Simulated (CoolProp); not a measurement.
Vapour-liquid equilibrium of toluene (1) + n-nonane (2) at 314.7 K; x and y are mole fractions of (1).

Computed with CoolProp (multi-fluid Helmholtz-energy mixture model, Lemmon 2006 and Lemmon 2006; pair parameters Bell 2016).

```csv
x,bubble pressure (MPa),y at the bubble point,dew pressure at overall composition x (MPa),liquid density (mol/L)
0.05,0.002087,0.298,0.001612,5.582
0.125,0.002861,0.526,0.001731,5.767
0.2,0.003569,0.650,0.001870,5.963
0.275,0.004209,0.727,0.002032,6.171
0.35,0.004784,0.780,0.002225,6.394
0.425,0.005301,0.820,0.002458,6.631
0.5,0.005770,0.851,0.002745,6.886
0.575,0.006202,0.876,0.003106,7.159
0.65,0.006609,0.899,0.003571,7.454
0.725,0.007002,0.920,0.004190,7.772
0.8,0.007390,0.941,0.005033,8.116
0.875,0.007783,0.962,0.006177,8.490
0.95,0.008190,0.984,0.007561,8.897
```

No azeotrope shows between x = 0.05 and 0.95.

The pair parameters rest on a limited set of measurements; away from them the model extrapolates.
